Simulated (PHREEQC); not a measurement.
## Acid rinse or clean (model solution)

Make-up at 25 °C: 0.23 mol H2SO4 and 7.5e-05 mol MgCl2 per kg of water. Closed to the air; pH follows from the charge balance.

Model: Pitzer model, pitzer.dat, run in PHREEQC.

Precipitation was switched off in this run.

Task: What pH, specific conductance, density does the model give?

Result: pH 0.66; specific conductance 85400 µS/cm; density 1.011 g/cm³.

Task: In which forms is S present?

Result: HSO4- 77 %, SO4-2 23 % of the S.

Complexes and solids missing from the database can't appear.
